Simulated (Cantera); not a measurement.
## Si2H6 + H2O + N2 (silicon oxide and oxynitride deposition)

Input: 1 mol Si2H6, 6.3 mol H2O, 1.9 mol N2, held at 1625 K and 0.000220 bar.

Method: chemical equilibrium by Gibbs-energy minimisation in Cantera with the NASA 1993 tables (ideal gas, pure condensed phases). Candidate condensed phases: H2O, Si, SiO2, Si2N2O, Si3N4; 35 gas species. The feed counts by its element totals alone. The tables hold silica as quartz up to 1696 K and as liquid above; real silica turns to tridymite and cristobalite and melts near 1996 K. Equilibrium is a limit: real reactors are often held back by kinetics, nucleation or transport.

| Quantity | Result |
|---|---|
| x(H2) | 0.621 |
| x(H2O) | 0.205 |
| x(N2) | 0.169 |
| x(H) | 0.00375 |
| x(SiO) | 0.000657 |
| x(OH) | 5.22e-5 |
| n(SiO2(β-quartz)) | 1.99 mol |
| gas amount | 11.23 mol |
| log10 activity of Si(s) (absent) | -8.93 |
